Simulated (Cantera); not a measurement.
Source: NASA polynomial tables (part measured, part estimated), evaluated in Cantera. Values are per mole of reaction as written; species without (g) are pure solids or liquids, kept so even where they would boil at 1 bar.

Q: Between 300 and 750 K, where is each reaction favourable under standard conditions?
- CuF₂ + C ⇌ Cu + CF₂(g)

A: 
- CuF₂ + C ⇌ Cu + CF₂(g): ΔG° is 300 kJ at 300 K and 218 kJ at 750 K; it stays positive (K < 1). ΔH° is 348 kJ and ΔS° 173 J/K at 750 K.
